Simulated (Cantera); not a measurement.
An isothermal, constant-pressure homogeneous reactor starts with CH4 : N2 = 1 : 10 (molar parts), at 1698 K and 750 Torr. Integrator tolerance rtol = 1e-08.

Detailed kinetics in Cantera: GRI-Mech 3.0 (53 species, 325 reactions). GRI-Mech 3.0 stops at C3 and has no aromatics, soot or wall deposition, so with more carbon than oxygen in the feed, carbon stays in small species such as C2H2 where larger ones or solid carbon would form.

### Question
What does this change do: temperature 1698 to 1225 K?

### Answer
| quantity | before | after |
|---|---|---|
| x(CH4) at 200 s | 0.00113 (gas-phase equilibrium 0.000629) | 0.0798 (gas-phase equilibrium 0.0416) |
| x(C2H) at 200 s | 9.37e-8 (gas-phase equilibrium 2.84e-8) | <1e-12 (gas-phase equilibrium 1.74e-12) |
| x(HCN) at 200 s | 7.81e-5 (gas-phase equilibrium 0.0577) | <1e-12 (gas-phase equilibrium 0.0267) |
| x(C2H6) at 200 s | 6.95e-8 (gas-phase equilibrium 2.15e-8) | 2.97e-5 (gas-phase equilibrium 2.39e-5) |
| x(C2H2) at 200 s | 0.0409 (gas-phase equilibrium 0.0124) | 0.00441 (gas-phase equilibrium 0.00612) |
| x(CH2) at 200 s | 4.05e-9 (gas-phase equilibrium 2.24e-9) | <1e-12 (gas-phase equilibrium <1e-12) |
| x(H) at 200 s | 5.11e-5 (gas-phase equilibrium 5.13e-5) | 1.21e-8 (gas-phase equilibrium 7.99e-8) |

### Question
What does this change do: pressure from 750 Torr to 0.750 Torr?

### Answer
```json
[
 {"quantity": "x(CH4) at 200 s", "before": "0.00113 (gas-phase equilibrium 0.000629)", "after": "9.45e-6 (gas-phase equilibrium 6.33e-7)"},
 {"quantity": "x(C2H) at 200 s", "before": "9.37e-8 (gas-phase equilibrium 2.84e-8)", "after": "2.74e-6 (gas-phase equilibrium 9.11e-7)"},
 {"quantity": "x(HCN) at 200 s", "before": "7.81e-5 (gas-phase equilibrium 0.0577)", "after": "5.22e-5 (gas-phase equilibrium 0.0580)"},
 {"quantity": "x(C2H6) at 200 s", "before": "6.95e-8 (gas-phase equilibrium 2.15e-8)", "after": "3.08e-12 (gas-phase equilibrium <1e-12)"},
 {"quantity": "x(C2H2) at 200 s", "before": "0.0409 (gas-phase equilibrium 0.0124)", "after": "0.0416 (gas-phase equilibrium 0.0126)"},
 {"quantity": "x(CH2) at 200 s", "before": "4.05e-9 (gas-phase equilibrium 2.24e-9)", "after": "2.80e-8 (gas-phase equilibrium 2.26e-9)"},
 {"quantity": "x(H) at 200 s", "before": "5.11e-5 (gas-phase equilibrium 5.13e-5)", "after": "0.00148 (gas-phase equilibrium 0.00162)"}
]
```
Radical loss at walls, strong at low pressure, is not modelled.
